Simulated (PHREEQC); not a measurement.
1 kg of water holding 36 mmol/kgw NaCl, 170 mmol/kgw Na2SO4 and 60 mmol/kgw NaOH is evaporated at 60 °C; the solids stay in contact with the brine. No CO2 enters from the air. Solids allowed: Halite, Mirabilite, Thenardite. Others were left out.

Base run: PHREEQC, Pitzer model, pitzer.dat. Each further column changes one thing. The table gives water activity.

```tsv
H2O removed (mol)	base	temperature from 60 to 25 °C	temperature from 60 to 5 °C
0	0.990	0.990	0.990
18.01	0.986	0.986	0.986
34.69	0.975	0.975	0.979
41.44	0.963	0.964	0.975
46.01	0.946	0.948	0.969
50.23	0.901	[?]	0.946
51.94	0.867	0.868	[?]
53.1	0.853	0.805	[?]
54.17	0.809	[?]	0.625
54.6	0.751	0.728	0.625
```

### Question
Complete the blanks.

### Answer

- 50.23, temperature from 60 to 25 °C: 0.906
- 51.94, temperature from 60 to 5 °C: 0.898
- 53.1, temperature from 60 to 5 °C: 0.672
- 54.17, temperature from 60 to 25 °C: 0.789

Away from 25 °C the constants follow the database's enthalpies or fits; those with neither stay at their 25 °C values.
